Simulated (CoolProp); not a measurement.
Vapour-liquid equilibrium of n-heptane (1) + n-dodecane (2) at 42.25 °C; x and y are mole fractions of (1).

The numbers come from the multi-fluid Helmholtz-energy mixture model, Span 2003 and Lemmon 2004; pair parameters Bell 2016 in CoolProp.

```csv
x,"bubble pressure, mixture model (MPa)","bubble pressure, Raoult's law (MPa)","y, mixture model","y, Raoult's law"
0.05,0.0007329,0.0007452,0.911,0.913
0.2,0.002870,0.002776,0.981,0.980
0.35,0.005053,0.004807,0.991,0.991
0.5,0.007147,0.006837,0.995,0.995
0.65,0.009116,0.008868,0.997,0.997
0.8,0.01101,0.01090,0.999,0.999
0.95,0.01293,0.01293,1.000,1.000
```

The largest gap from Raoult's law is +5.1 % in bubble pressure, at x = 0.35. No azeotrope shows between x = 0.05 and 0.95.

The pair parameters rest on a limited set of measurements; away from them the model extrapolates. The gap from Raoult's law changes sign with composition, which may be real or a fault of the pair parameters; it wasn't checked against measurements.
